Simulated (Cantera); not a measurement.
Input: 1 mol Si, 0.25 mol H₂O, 1.7 mol H₂, 0.055 mol HCl, at 1325 °C and 17000 Pa.

These are equilibrium values from Cantera (NASA tables, ideal gas, pure condensed phases), not measurements of a reactor. Candidate condensed phases: H₂O, Si, SiO₂; 30 gas species. Mutual solubility and eutectic melting of coexisting phases are not modelled. The tables' values for SiCl₃ are old estimates; treat these amounts as uncertain. The tables hold silica as quartz up to 1696 K and as liquid above; real silica turns to tridymite and cristobalite and melts near 1996 K. Equilibrium is a limit: real reactors are often held back by kinetics, nucleation or transport.

Base state: H₂ 0.959, HCl 0.0231, SiO 0.0162, SiCl₂ 0.00191, H 0.000126, SiCl₃ 2.56e-5 (mole fractions); condensed: Si(s) + SiO₂(β-quartz).

Task: What changes in the equilibrium state with this change: temperature from 1325 °C to 1075 °C?

Result: 
```csv
species,before,after
H₂,0.959,0.975
HCl,0.0231,0.0234
SiCl₂,0.00191,0.00158
SiO,0.0162,0.000139
SiCl₄,8.49e-7,4.17e-5
H,0.000126,5.55e-6
SiHCl₃,5.06e-6,9.86e-5
"Si(s), mol",0.855,0.871
"SiO₂(β-quartz), mol",0.108,0.125
```

Task: What changes in the equilibrium state with this change: Si replaced by Al?

Result: 
| species | before | after |
|---|---|---|
| H₂ | 0.959 | 0.972 |
| AlCl | 0 | 0.0269 |
| Al | 0 | 0.000352 |
| HCl | 0.0231 | 7.00e-5 |
| SiO | 0.0162 | 0 |
| SiCl₂ | 0.00191 | 0 |
| Al₂O | 0 | 0.000344 |
| AlH | 0 | 0.000121 |
| Si(s), mol | 0.855 | 0 |
| SiO₂(β-quartz), mol | 0.108 | 0 |
| Al(l), mol | 0 | 0.777 |
| Al₂O₃(s), mol | 0 | 0.0831 |
The tables' values for AlCl₂ are old estimates; treat these amounts as uncertain. Further candidate phases: Al, AlCl₃, Al₂O₃.
